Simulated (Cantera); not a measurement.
Charge: 1 mol NH3, 5.8 mol H2, at 2450 °C.

These are equilibrium values from Cantera (NASA tables, ideal gas, pure condensed phases), not measurements of a reactor. Kinetics and transport are ignored.

**Question.** At 7600 Pa, list the 3 most abundant gas species with their mole fractions, and the condensed phases.

**Answer.** H2 0.748, H 0.194, N2 0.0579. Condensed: gas only.
